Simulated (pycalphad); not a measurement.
Computed with pycalphad from the COST 507 light-alloy database (1999), at 1 atm. The data set is of 1999 and partly superseded. Amounts are mole fractions of atoms.

Problem. Give the equilibrium state of Si-0.94Cu (at.%) at 700 K.

Solution. 
```
T = 700.00 K, P = 101325 Pa, N = 1 mol of atoms
G = -17619 J/mol, H = 9305 J/mol, S = 38.46 J/(mol K)  (SER reference)
chemical potentials (J/mol): Si -17484, Cu -31821
phase             fraction      x(Si)      x(Cu)
DIAMOND_A4          0.9876     1.0000       none
CU19SI6_ETA         0.0124     0.2400     0.7600
```

Problem. Give the equilibrium state of Si-0.94Cu (at.%) at 1100 K.

Solution. DIAMOND_A4, fraction 0.986, with no Cu at.%; LIQUID, fraction 0.014, with 68.2 Cu at.%.

Database names, with the compositions (at.%) that they take in these runs: CU19SI6_ETA: Cu 76 Si 24. DIAMOND_A4 is diamond (Si). An entry "none" or "no" means that the model of the phase leaves that element out.
